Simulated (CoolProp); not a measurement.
The fluid at 905.4 K and 0.659 MPa flows at 0.25 m/s in a round tube of 12.7 mm bore and 45 µm roughness, fully developed (64/Re and Nu = 3.66 if laminar; Colebrook and Gnielinski if turbulent). The same conditions are run with several fluids, on thermodynamics alone (safety and materials aside).

The numbers come from the reference Helmholtz-energy equation of state of each fluid (dry air: Lemmon 2000; nitrogen: Span 2000; carbon dioxide: Span 1996; oxygen: Schmidt 1985; water: Wagner 2002) in CoolProp. Blends and air are pseudo-pure fits.

| fluid | Reynolds number | Darcy friction factor | pressure drop (Pa/m) | heat-transfer coefficient (W/(m² K)) | mass flow (kg/h) |
|---|---|---|---|---|---|
| dry air | 198 | 0.323 | 2.01 | 18.1 | 0.288 |
| nitrogen | 199 | 0.321 | 1.93 | 17.5 | 0.279 |
| carbon dioxide | ___ | 0.201 | 1.90 | 18.5 | 0.439 |
| oxygen | 193 | 0.332 | 2.28 | 19.1 | ___ |
| water | ___ | ___ | 1.68 | 24.1 | 0.180 |

Problem. Some entries are withheld; supply them.

Solution. 
- carbon dioxide, Reynolds number: 319
- oxygen, mass flow (kg/h): 0.319
- water, Reynolds number: 148
- water, Darcy friction factor: 0.432

Above 300 K oxygen's equation is extrapolated.

Transport values come from each fluid's own correlations.
